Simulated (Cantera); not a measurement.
An isothermal, constant-pressure homogeneous reactor starts with CH4 : H2 : N2 = 0.0089 : 1 : 0.013 (molar parts), at 1525 K and 0.0132 atm. Integrator tolerance rtol = 1e-08.

Computed with Cantera and GRI-Mech 3.0 (53 species, 325 reactions). GRI-Mech 3.0 stops at C3 and has no aromatics, soot or wall deposition, so with more carbon than oxygen in the feed, carbon stays in small species such as C2H2 where larger ones or solid carbon would form. Radical loss at walls, strong at low pressure, is not modelled.

Q: What does this change do: temperature 1525 to 2500 K?

A: 
| quantity | before | after |
|---|---|---|
| x(CH4) at 300 s | 0.00166 (gas-phase equilibrium 0.000438) | 6.35e-7 (gas-phase equilibrium 6.02e-7) |
| x(H2) at 300 s | 0.982 (gas-phase equilibrium 0.983) | 0.790 (gas-phase equilibrium 0.790) |
| x(CH3) at 300 s | 6.93e-6 (gas-phase equilibrium 1.85e-6) | 2.80e-6 (gas-phase equilibrium 2.66e-6) |
| x(C2H2) at 300 s | 0.00348 (gas-phase equilibrium 0.00270) | 0.00229 (gas-phase equilibrium 0.00201) |
| x(C2H) at 300 s | 1.57e-9 (gas-phase equilibrium 1.23e-9) | 4.05e-5 (gas-phase equilibrium 3.55e-5) |

Q: What does this change do: temperature 1525 to 2498 K?

A: 
```tsv
quantity	before	after
x(CH4) at 300 s	0.00166 (gas-phase equilibrium 0.000438)	6.43e-7 (gas-phase equilibrium 6.09e-7)
x(H2) at 300 s	0.982 (gas-phase equilibrium 0.983)	0.791 (gas-phase equilibrium 0.791)
x(CH3) at 300 s	6.93e-6 (gas-phase equilibrium 1.85e-6)	2.81e-6 (gas-phase equilibrium 2.66e-6)
x(C2H2) at 300 s	0.00348 (gas-phase equilibrium 0.00270)	0.00230 (gas-phase equilibrium 0.00201)
x(C2H) at 300 s	1.57e-9 (gas-phase equilibrium 1.23e-9)	4.01e-5 (gas-phase equilibrium 3.50e-5)
```
